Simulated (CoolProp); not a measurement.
A simple Rankine cycle with propyne: condensing at 290.15 K, boiler at 3.65 MPa, turbine inlet 473 K, turbine efficiency 0.9, pump efficiency 0.6, no recuperator. Each further row changes one setting.

The numbers come from the reference Helmholtz-energy equation of state, Polt 1992 in CoolProp. This equation is an older, rougher fit; its heat capacities, sound speeds and derivatives of the liquid may be far off and weren't checked against measurements.

```tsv
case	thermal efficiency (%)	net work (kJ/kg)	heat in (kJ/kg)	turbine exit temperature (K)	volume ratio over the turbine
as stated	18.3	140	763	374.3	7.05
condensing temperature 282.15 K	20.0	156	780	364.0	8.86
boiler pressure 2.55 MPa	15.8	123	780	393.0	4.95
turbine efficiency 0.8	16.1	123	763	383.4	7.24
```
